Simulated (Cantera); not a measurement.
Input (Python, Cantera) and output of one run.

```python
import numpy as np
import cantera as ct

gas_names = [...]  # 113 gases of nasa_gas.yaml made of C, H, O, Ti
cond_names = """
    C(gr) C6H6(L) C7H8(L) C8H18(L),n-octa H2O(s) H2O(L) Ti(a) Ti(b) Ti(L) TiC(s) TiC(L) TiO(a) TiO(b)
    TiO(L) TiO2(ru) TiO2(L) Ti2O3(a) Ti2O3(b) Ti2O3(L) Ti3O5(a) Ti3O5(b) Ti3O5(L) Ti4O7(s) Ti4O7(L)
""".split()


# ... load() reads the species with a 1 bar reference pressure and builds the phases ...
atoms = {
    'Ti(OiPr)4': {'Ti': 1, 'C': 12, 'H': 28, 'O': 4},
    'C3H8': {'C': 3, 'H': 8},
}
top_T = {'C(gr)': 4500}  # K; cautious upper limits of use, not melting points


# ... equilibrate(T, P, feed) seeds the gas with the atoms and calls Mixture.equilibrate('TP', solver="vcs", rtol=1e-11, max_steps=5000) ...
results = []
feed = {'Ti(OiPr)4': 1, 'C3H8': 1.1}  # mol
T = 1748  # K
P = 10000  # Pa
mix = equilibrate(T, P, feed)
results.append((T, P, feed, dict(zip(mix.species_names, mix.species_moles))))
print(gas.report(threshold=1e-06))
for i in range(1, mix.n_phases):
    print(f"{mix.phase(i).name:16s} {mix.phase_moles(i):12.5e} mol")
```

It prints:

```
       temperature   1748 K
          pressure   10000 Pa
           density   0.0045818 kg/m^3
  mean mol. weight   6.659 kg/kmol
   phase of matter   gas

                          1 kg             1 kmol
                     ---------------   ---------------
          enthalpy        3.8236e+06        2.5461e+07  J
   internal energy        1.6411e+06        1.0928e+07  J
           entropy             32963         2.195e+05  J/K
    Gibbs function       -5.3795e+07       -3.5822e+08  J
 heat capacity c_p            5068.7             33753  J/K
 heat capacity c_v            3820.1             25438  J/K

                      mass frac. Y      mole frac. X     chem. pot. / RT
                     ---------------   ---------------   ---------------
               CH3        2.2637e-06        1.0026e-06           -34.826
               CH4        0.00014923         6.194e-05           -45.606
                CO           0.75091           0.17852           -38.883
    C2H2,acetylene        0.00036234        9.2666e-05           -26.532
                 H         9.908e-05        0.00065453            -10.78
                H2           0.24846           0.82066            -21.56
               H2O        1.4741e-05        5.4489e-06           -57.957
     [ +106 minor]        3.3857e-06        6.1255e-07

C(gr)             1.02946e+01 mol
Ti(b)             0.00000e+00 mol
TiC(s)            1.00000e+00 mol
TiO(b)            0.00000e+00 mol
TiO2(ru)          0.00000e+00 mol
Ti2O3(b)          0.00000e+00 mol
Ti3O5(b)          0.00000e+00 mol
Ti4O7(s)          0.00000e+00 mol
```

Method: chemical equilibrium by Gibbs-energy minimisation in Cantera with the NASA 1993 tables (ideal gas, pure condensed phases). The feed counts by its element totals alone. TiC: taken at fixed stoichiometry.
